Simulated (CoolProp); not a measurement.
Values from CoolProp's reference Helmholtz-energy equation of state, Span 1996.

### Question
Give the vapour pressure (MPa), surface tension (mN/m), liquid viscosity (µPa s) of saturated carbon dioxide at -11.35 °C.

### Answer
```tsv
T (°C)	p (MPa)	surface tension (mN/m)	liquid viscosity (µPa s)
-11.35	2.55	6.63	121
```

Viscosity comes from a separate model (Laesecke 2017). Surface tension comes from a separate correlation (Mulero 2012).
